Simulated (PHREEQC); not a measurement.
1 kg of water holding 94 mmol/kgw NaCl meets 20 L of dry gas (CH4 1 by moles) at fixed total pressure, at 25 °C; fugacities by Peng-Robinson. The gases take part in no redox reaction, some water evaporates into the gas, and hydrates or a liquid gas phase aren't modelled. Nothing may precipitate in this run.

The numbers come from PHREEQC with the ion-association model, phreeqc.dat.

Task: Predict dissolved CH4 (mol/kgw), φ of CH4 at P (atm) = 30, 40, 50, 75, 150.

Result: 
| P (atm) | dissolved CH4 (mol/kgw) | φ of CH4 |
|---|---|---|
| 30 | 0.0417 | 0.936 |
| 40 | 0.0537 | 0.916 |
| 50 | 0.0649 | 0.898 |
| 75 | 0.0897 | 0.854 |
| 150 | 0.144 | 0.756 |
